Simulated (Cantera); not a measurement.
An isothermal, constant-pressure homogeneous reactor starts with H₂ : O₂ = 0.35 : 1 (molar parts), at 1198 K and 26.3 Torr.

Model: GRI-Mech 3.0 (53 species, 325 reactions), integrated in Cantera. Radical loss at walls, strong at low pressure, is not modelled. The temperature is held fixed by assumption; the heat of reaction is taken as removed at once.

x: mole fraction; the columns are a selection and need not sum to one.

```tsv
t (s)	x H₂	x O₂	x H	x H₂O₂	x H₂O
2.00e-6	0.259	0.741	8.58e-10	<1e-12	5.23e-12
7.76e-6	0.259	0.741	3.19e-9	<1e-12	2.41e-10
3.01e-5	0.259	0.741	1.62e-8	1.10e-11	9.16e-9
0.000117	0.259	0.741	6.81e-7	1.70e-10	9.75e-7
0.000453	0.0865	0.652	0.0793	1.51e-6	0.126
0.00176	0.00814	0.662	0.0289	1.39e-6	0.257
0.00682	0.000679	0.699	0.000578	1.05e-6	0.295
0.0265	3.63e-5	0.702	7.57e-6	2.78e-7	0.297
0.103	3.81e-6	0.702	2.88e-7	7.06e-8	0.298
0.399	(withheld)	0.702	(withheld)	(withheld)	0.298
1.55	(withheld)	0.702	(withheld)	(withheld)	0.298
6.00	3.69e-8	0.702	3.10e-10	1.63e-9	0.298
```

Q: What belongs in the gaps?

A: 
- 0.399, x H₂: 6.32e-7
- 0.399, x H: 2.09e-8
- 0.399, x H₂O₂: 1.87e-8
- 1.55, x H₂: 1.33e-7
- 1.55, x H: 2.10e-9
- 1.55, x H₂O₂: 5.07e-9
